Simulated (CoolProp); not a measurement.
A single-stage vapour-compression cycle with R152A: evaporating at 212.15 K (dew point), condensing at 270.15 K (bubble point), superheat 10 K, subcooling 5 K, compressor efficiency 0.65, no pressure losses. Each further row changes one setting.

Computed with CoolProp (reference Helmholtz-energy equation of state, Outcalt 1996). It is a modified Benedict-Webb-Rubin equation, recast in Helmholtz form.

```tsv
case	cooling COP	pressure ratio	discharge temperature (K)	refrigerating effect (kJ/kg)	volumetric capacity (kJ/m³)
as stated	?	16.8	368.6	284	144
evaporating temperature 217.15 K	?	?	358.0	288	?
condensing temperature 265.15 K	2.17	13.9	358.6	292	148
subcooling 10 K	?	16.8	368.6	292	148
superheat 20 K	?	16.8	380.7	?	142
compressor efficiency 0.55	1.65	16.8	390.1	284	144
```

Question: Some entries are withheld; supply them.

Answer: 
- as stated, cooling COP: 1.95
- evaporating temperature 217.15 K, cooling COP: 2.23
- evaporating temperature 217.15 K, pressure ratio: 12.3
- evaporating temperature 217.15 K, volumetric capacity (kJ/m³): 196
- subcooling 10 K, cooling COP: 2.01
- superheat 20 K, cooling COP: 1.93
- superheat 20 K, refrigerating effect (kJ/kg): 293
